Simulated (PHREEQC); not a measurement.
PHREEQC input (Pitzer model, pitzer.dat):

```
SOLUTION 1
  temp 25
  units mol/kgw
  pH 7 charge
  Cl 0.0691
  K 0.0071
  C(4) 0.053
  Na 1.288
  S(6) 0.56
END
USE solution 1
INCREMENTAL_REACTIONS false
REACTION 1
  H2O -1
  0 9.886 18.011 24.689 30.178 34.689 38.397 41.444
  43.949 46.007 47.699 49.089 50.232 51.172 51.944 52.578
  53.1 53.528 53.88 54.17 54.408 54.603 54.764 54.896
  55.005 55.094 55.168 55.228 moles
EQUILIBRIUM_PHASES 1
  Arcanite 0 0
  Burkeite 0 0
  Glaserite 0 0
  Halite 0 0
  Kalicinite 0 0
  Mirabilite 0 0
  Misenite 0 0
  Nahcolite 0 0
  Natron 0 0
  Sylvite 0 0
  Thenardite 0 0
  Trona 0 0
SELECTED_OUTPUT 1
  -reset false
  -pH true
  -pe true
  -ionic_strength true
  -water true
  -activities H2O
  -totals C Cl K Na S
  -molalities H+ Na+ K+ Cl- CO3-2 SO4-2 OH- HCO3- CO2 HSO4-
  -equilibrium_phases Arcanite Burkeite Glaserite Halite Kalicinite Mirabilite Misenite Nahcolite Natron Sylvite
    Thenardite Trona
PRINT
  -reset false
END
```

Selected output (columns that matter, 13 of 28 rows; water left (kg) added in front):

```
water left (kg)	pH	mu	C	Cl	K	Na	S	m_H+	la_H2O	Burkeite	Glaserite	Halite	Mirabilite	Thenardite
1	11.02	1.9062	0.053	0.0691	0.0071	1.288	0.56	2.1554e-11	-0.010703	0	0	0	0	0
0.675521	11.074	2.8225	0.078458	0.10229	0.01051	1.9067	0.82899	1.9261e-11	-0.015373	0	0	0	0	0
0.456327	11.134	4.179	0.11614	0.15143	0.015559	2.8225	1.2272	1.5633e-11	-0.022406	0	0	0	0	0
0.226879	11.274	6.4631	0.2336	0.30457	0.031294	4.381	1.8203	8.4928e-12	-0.036358	0	0	0	0.14702	0
0.101598	11.453	7.3748	0.52166	0.68013	0.069883	5.0762	1.7113	4.4947e-12	-0.047386	0	0	0	0.38613	0
0.0406038	11.681	10.962	1.3053	1.7018	0.17486	7.7042	1.7833	1.124e-12	-0.093973	0	0	0	0.41651	0.071084
0.0406038	11.681	10.962	1.3053	1.7018	0.17486	7.7042	1.7833	1.124e-12	-0.093973	0	0	0	0.13101	0.35658
0.0406038	11.681	10.962	1.3053	1.7018	0.17486	7.7042	1.7833	1.124e-12	-0.093973	0	0	0	0.015407	0.47218
0.0293284	11.63	10.458	1.1912	2.3561	0.24209	7.5191	1.5114	1.0542e-12	-0.10129	0.018065	0	0	0	0.47954
0.0198172	11.51	9.6674	0.90956	3.4869	0.35827	7.2521	1.1522	9.6519e-13	-0.11362	0.034975	0	0	0	0.46722
0.0134043	11.323	9.051	0.56667	5.1551	0.52968	7.225	0.73313	8.1242e-13	-0.13679	0.045404	0	0	0	0.45936
0.00745942	11.34	9.2934	0.53371	5.3749	0.95182	7.0377	0.77361	6.9627e-13	-0.14137	0.049019	0	0.029006	0	0.45619
0.00504542	11.346	9.3559	0.52903	5.4104	1.0516	6.9914	0.7873	6.7117e-13	-0.14221	0.050331	0.00059801	0.041802	0	0.45417
```
